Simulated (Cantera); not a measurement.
Feed: 1 mol CaO, 0.15 mol O2, 0.82 mol CO2, held at 873 K and 8.80 bar.

Cantera equilibrium calculation (NASA polynomials, part measured and part estimated; ideal gas, pure solids and liquids). Candidate condensed phases: C, Ca, CaCO3, CaO; 15 gas species. Kinetics and transport are ignored.

Base state: O2 1.000, CO2 0.000310 (mole fractions); condensed: CaCO3(calcite) + CaO(s).

### Question
What changes in the equilibrium state with this change: CaO replaced by Fe2O3?

### Answer
```tsv
species	before	after
CO2	0.000310	0.845
O2	1.000	0.155
CaCO3(calcite), mol	0.820	0
CaO(s), mol	0.180	0
Fe2O3(s), mol	0	1.00
```
Further candidate phases: Fe, Fe(CO)5, FeO, Fe2O3, Fe3O4.
